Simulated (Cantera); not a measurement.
A Cantera script and its output.

```python
import numpy as np
import cantera as ct

gas = ct.Solution("h2o2.yaml")
gas.TPX = 1123, 2666, {'H2': 0.44, 'O2': 1, 'N2': 1.1}
inlet = ct.Reservoir(gas, clone=True)

reactor = ct.IdealGasConstPressureReactor(gas, energy="off", clone=False)
exhaust = ct.Reservoir(gas, clone=True)
tau = [25, 6.5, 1.7, 0.43, 0.11, 0.029, 0.0074, 0.0019][0]
for a, b in ((inlet, reactor), (reactor, exhaust)):
    ct.MassFlowController(a, b, mdot=lambda t: reactor.mass / tau)
net = ct.ReactorNet([reactor])
show = ['H2', 'O2', 'OH', 'H', 'H2O', 'HO2', 'O']

rows = []
print(f"{'tau/s':>10s}{'T/K':>9s}" + "".join(f"{s:>11s}" for s in show))
for tau in [25, 6.5, 1.7, 0.43, 0.11, 0.029, 0.0074, 0.0019]:
    net.initial_time = 0.0
    net.advance(30 * tau)
    before = gas.X
    net.advance(40 * tau)
    drift = np.max(np.abs(gas.X - before) / (gas.X + 1e-9))
    rows.append([gas.T, *gas[show].X, drift])
    print(f"{tau:10.3e}{gas.T:9.1f}" + "".join(f"{x:11.3e}" for x in gas[show].X))
```

Output:

```
     tau/s      T/K         H2         O2         OH          H        H2O        HO2          O
 2.500e+01   1123.0  7.641e-05  3.361e-01  3.025e-04  1.003e-05  1.894e-01  1.439e-06  1.061e-04
 6.500e+00   1123.0  1.846e-04  3.359e-01  4.748e-04  3.876e-05  1.891e-01  2.740e-06  2.619e-04
 1.700e+00   1123.0  4.385e-04  3.357e-01  7.465e-04  1.483e-04  1.886e-01  4.600e-06  6.389e-04
 4.300e-01   1123.0  1.044e-03  3.351e-01  1.194e-03  5.817e-04  1.873e-01  6.782e-06  1.570e-03
 1.100e-01   1123.0  2.409e-03  3.339e-01  1.910e-03  2.213e-03  1.842e-01  8.710e-06  3.730e-03
 2.900e-02   1123.0  5.306e-03  3.314e-01  2.985e-03  7.745e-03  1.764e-01  9.906e-06  8.285e-03
 7.400e-03   1123.0  1.133e-02  3.273e-01  4.447e-03  2.367e-02  1.580e-01  1.006e-05  1.664e-02
 1.900e-03   1123.0  2.306e-02  3.254e-01  5.864e-03  4.806e-02  1.280e-01  9.275e-06  2.456e-02
```

Detailed kinetics in Cantera: the H2/O2 subset of GRI-Mech 3.0, which has no nitrogen chemistry. Radical loss at walls, strong at low pressure, is not modelled. The temperature is held fixed by assumption; the heat of reaction is taken as removed at once.
